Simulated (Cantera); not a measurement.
A perfectly stirred reactor is fed with 53.8 % CH4, 46.2 % H2O, at 100.0 Torr; it is held at 1675 K, and followed from long to short residence time.

Cantera simulation using GRI-Mech 3.0 (53 species, 325 reactions); the numbers are that mechanism's predictions, not measurements.

x: mole fraction; the columns are a selection and need not sum to one.

```csv
τ (s),x CH4,x H2O,x C2H4,x O2,x CH2O
0.75,0.0713,0.242,0.000827,9.14e-11,1.30e-6
0.40,0.0955,0.277,0.00110,1.19e-10,2.03e-6
0.21,(withheld),(withheld),(withheld),1.51e-10,(withheld)
0.11,0.174,0.337,0.00240,1.91e-10,4.62e-6
0.060,0.224,0.361,0.00367,2.38e-10,6.60e-6
0.032,0.283,0.383,0.00560,2.97e-10,9.36e-6
0.017,0.344,0.405,0.00801,3.51e-10,1.29e-5
0.0092,0.401,0.424,0.0101,3.66e-10,1.67e-5
0.0049,(withheld),0.440,0.0106,3.08e-10,(withheld)
```

Task: Fill in the missing entries.

Result: 
- 0.21, x CH4: 0.129
- 0.21, x H2O: 0.309
- 0.21, x C2H4: 0.00157
- 0.21, x CH2O: 3.09e-6
- 0.0049, x CH4: 0.452
- 0.0049, x CH2O: 1.98e-5
